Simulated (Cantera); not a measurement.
trisilylamine + NH3 + H2 (silicon nitride deposition)

A closed system holds: 1 mol trisilylamine, 0.33 mol NH3, 50 mol H2, at 0.00370 bar.

Cantera equilibrium calculation (NASA polynomials, part measured and part estimated; ideal gas, pure solids and liquids). Candidate condensed phases: Si, Si3N4; 18 gas species. The feed counts by its element totals alone. Mutual solubility and eutectic melting of coexisting phases are not modelled. Rates play no part.

```
T (K)   x H2      x N2       x H      x Si    x SiH2  n Si(s)  n Si3N4(s)
-----  -----  --------  --------  --------  --------  -------  ----------
975     1.00   1.40e-9   1.88e-8    <1e-12  4.45e-11     2.00       0.333
1025    1.00   1.32e-8   7.16e-8    <1e-12  1.90e-10     2.00       0.333
1075    1.00   1.01e-7   2.41e-7  2.05e-12  7.12e-10     2.00       0.332
1125   1.000   6.42e-7   7.30e-7  1.89e-11   2.37e-9     2.00       0.332
1175   1.000   3.49e-6   2.02e-6  1.45e-10   7.10e-9     2.00       0.332
1225   1.000   1.65e-5   5.12e-6  9.35e-10   1.95e-8     2.00       0.332
1275   1.000   6.87e-5   1.21e-5   5.21e-9   4.93e-8     2.01       0.331
1325   1.000  0.000257   2.69e-5   2.55e-8   1.17e-7     2.02       0.325
1375   0.999  0.000870   5.63e-5   1.11e-7   2.58e-7     2.07       0.309
1425   0.997   0.00270  0.000112   4.35e-7   5.40e-7     2.23       0.258
1475   0.992   0.00777  0.000212   1.55e-6   1.07e-6     2.65       0.117
1525   0.988    0.0119  0.000387   5.10e-6   2.03e-6     3.00           0
1575   0.987    0.0119  0.000679   1.55e-5   3.71e-6     3.00           0
```
x: gas mole fraction; n: condensed amount in mol.

From 975 K to 1475 K the condensed part is Si(s) + Si3N4(s). From 1525 K to 1575 K the condensed part is Si(s).
